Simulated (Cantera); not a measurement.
A perfectly stirred reactor is fed with N2O : H2 : N2 = 1 : 0.042 : 3.8 (molar parts), at 0.484 atm; it is held at 1400 K, and followed from long to short residence time.

Computed with Cantera and GRI-Mech 3.0 (53 species, 325 reactions). GRI-Mech 3.0 was tuned for natural gas; its chemistry of N2O as a main component is partial and can be far from experiment. The temperature is held fixed by assumption; the heat of reaction is taken as removed at once.

Problem. What does this change do: temperature 1400 to 1150 K?

Solution. 
```csv
quantity,before,after
x(N2O) at τ = 2.80 s,0.0110,0.149
x(H2) at τ = 2.80 s,4.66e-6,4.54e-5
x(OH) at τ = 2.80 s,4.11e-5,6.30e-6
x(H2O2) at τ = 2.80 s,3.58e-9,5.19e-9
x(O2) at τ = 2.80 s,0.0759,0.0206
x(N2O) at τ = 37.0 ms,0.151,0.199
x(H2) at τ = 37.0 ms,0.000190,0.00167
x(OH) at τ = 37.0 ms,7.23e-5,1.09e-5
x(H2O2) at τ = 37.0 ms,1.03e-8,1.87e-8
x(O2) at τ = 37.0 ms,0.0177,0.000355
```
The mechanism lacks the step 2 NO + O2 → 2 NO2, which can matter for NO2 below about 1400 K.

Problem. What does this change do: temperature 1400 to 1250 K?

Solution. 
```tsv
quantity	before	after
x(N2O) at τ = 2.80 s	0.0110	0.0658
x(H2) at τ = 2.80 s	4.66e-6	1.52e-5
x(OH) at τ = 2.80 s	4.11e-5	1.52e-5
x(H2O2) at τ = 2.80 s	3.58e-9	4.78e-9
x(O2) at τ = 2.80 s	0.0759	0.0540
x(N2O) at τ = 37.0 ms	0.151	0.193
x(H2) at τ = 37.0 ms	0.000190	0.000661
x(OH) at τ = 37.0 ms	7.23e-5	2.61e-5
x(H2O2) at τ = 37.0 ms	1.03e-8	1.55e-8
x(O2) at τ = 37.0 ms	0.0177	0.00234
```
The mechanism lacks the step 2 NO + O2 → 2 NO2, which can matter for NO2 below about 1400 K.

Problem. What does this change do: temperature 1400 to 1100 K?

Solution. 
| quantity | before | after |
|---|---|---|
| x(N2O) at τ = 2.80 s | 0.0110 | 0.178 |
| x(H2) at τ = 2.80 s | 4.66e-6 | 8.40e-5 |
| x(OH) at τ = 2.80 s | 4.11e-5 | 3.79e-6 |
| x(H2O2) at τ = 2.80 s | 3.58e-9 | 5.31e-9 |
| x(O2) at τ = 2.80 s | 0.0759 | 0.00859 |
| x(N2O) at τ = 37.0 ms | 0.151 | 0.200 |
| x(H2) at τ = 37.0 ms | 0.000190 | 0.00270 |
| x(OH) at τ = 37.0 ms | 7.23e-5 | 6.32e-6 |
| x(H2O2) at τ = 37.0 ms | 1.03e-8 | 1.62e-8 |
| x(O2) at τ = 37.0 ms | 0.0177 | 0.000114 |
The mechanism lacks the step 2 NO + O2 → 2 NO2, which can matter for NO2 below about 1400 K.
